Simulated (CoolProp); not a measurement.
R236FA at several states: density (kg/m³) from the reference equation and from simpler models built on Tc = 124.9 °C, pc = 3191 kPa, ω = 0.377; each cubic takes its own stable root.

Values from CoolProp's reference Helmholtz-energy equation of state, Pan 2012.

```
T (°C)  p (kPa)   phase  reference
------  -------  ------  ---------
81.45      3630  liquid       1164
-14.15      230  liquid       1485
-59.25     24.5  liquid       1615
71.85      3700  liquid       1207
```

Problem. How far does each simpler model (van der Waals, Peng-Robinson) lie from the reference over these 4 states: mean and median of the absolute difference, and the worst?

Solution. 
- van der Waals: mean 68.8 %, median 68.6 %, worst -99.9 % at -59.25 °C and 24.5 kPa
- Peng-Robinson: mean 1.0 %, median 0.9 %, worst +2.2 % at -14.15 °C and 230 kPa

At some of these states van der Waals gives the other phase, because its saturation line lies elsewhere.
